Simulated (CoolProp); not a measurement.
Vapour-liquid equilibrium of R143a (1) + propane (2) at 287.8 K; x and y are mole fractions of (1).

Computed with CoolProp (multi-fluid Helmholtz-energy mixture model, Lemmon and Jacobsen 2000 and Lemmon 2009; pair parameters Bell 2016).

```csv
x,bubble pressure (MPa),y at the bubble point,dew pressure at overall composition x (MPa),liquid density (mol/L)
0.05,0.8180,0.137,0.7566,11.44
0.2,0.9907,0.350,0.8661,11.24
0.35,1.074,0.461,0.9903,11.10
0.5,1.112,0.546,1.095,11.04
0.65,1.119,0.634,1.117,11.08
0.8,1.088,0.746,1.064,11.23
0.95,1.001,0.918,0.9828,11.47
```

y crosses x between x = 0.5 and 0.65: the model has an azeotrope there.

The pair parameters rest on a limited set of measurements; away from them the model extrapolates.
